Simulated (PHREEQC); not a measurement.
Dissolve 0.23 mol/kgw HF, 0.02 mol/kgw KF and 0.0048 mol/kgw HCl at 83 °C. Closed to the air; pH follows from the charge balance.

Computed with PHREEQC (ion-association model, phreeqc.dat).

```
quantity                  before    after
------------------------  ------  -------
pH                          2.29     3.34
ionic strength (mol/kgw)  0.0259   0.0205
HF (mol/kgw)               0.219   0.0257
F- (mol/kgw)              0.0109   0.0142
HF2- (mol/kgw)            0.0101  0.00155
```

Question: Name the change that produced these shifts.
A. KF left out
B. KF from 0.02 to 0.2 mol/kgw
C. 0.08 mol/kgw HBr added
D. HF from 0.23 to 0.023 mol/kgw
E. HF left out

Answer: D, HF from 0.23 to 0.023 mol/kgw

This is a speciation only: nothing precipitates in the calculation. Constants without temperature data keep their 25 °C values here.
